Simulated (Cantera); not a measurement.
What does this Cantera script print?

```python
import numpy as np
import cantera as ct

gas_names = [...]  # 116 gases of nasa_gas.yaml made of C, H, Mg, O
cond_names = """
    C(gr) C6H6(L) C7H8(L) C8H18(L),n-octa H2O(s) H2O(L) Mg(cr) Mg(L) MgCO3(s) MgO(s) MgO(L) MgO2H2(s)
""".split()


# ... load() reads the species with a 1 bar reference pressure and builds the phases ...
atoms = {
    'MgCO3': {'Mg': 1, 'C': 1, 'O': 3},
    'H2O': {'H': 2, 'O': 1},
    'O2': {'O': 2},
}
top_T = {'C(gr)': 4500}  # K; cautious upper limits of use, not melting points


# ... equilibrate(T, P, feed) seeds the gas with the atoms and calls Mixture.equilibrate('TP', solver="vcs", rtol=1e-11, max_steps=5000) ...
results = []
feed = {'MgCO3': 1, 'H2O': 4, 'O2': 15}  # mol
T = 1700  # K
P = 133.322  # Pa
mix = equilibrate(T, P, feed)
results.append((T, P, feed, dict(zip(mix.species_names, mix.species_moles))))
x = sorted(zip(gas.X, gas.species_names), reverse=True)
print(f"T = {T:g} K  P = {P:g} Pa  gas = {mix.phase_moles(0):.4g} mol")
print("   x: " + "  ".join(f"{s} {v:.3e}" for v, s in x if v > 1e-06))
print("   condensed (mol): " + ("  ".join(f"{mix.phase(i).name} {mix.phase_moles(i):.4g}"
      for i in range(1, mix.n_phases) if mix.phase_moles(i) > 1e-12) or "none"))
```

It prints:

```
T = 1700 K  P = 133.322 Pa  gas = 20.03 mol
   x: O2 7.475e-01  H2O 1.977e-01  CO2 4.981e-02  OH 3.675e-03  O 1.058e-03  H2 1.258e-04  CO 1.084e-04  H 4.527e-05
   condensed (mol): MgO(s) 1
```

Method: chemical equilibrium by Gibbs-energy minimisation in Cantera with the NASA 1993 tables (ideal gas, pure condensed phases).
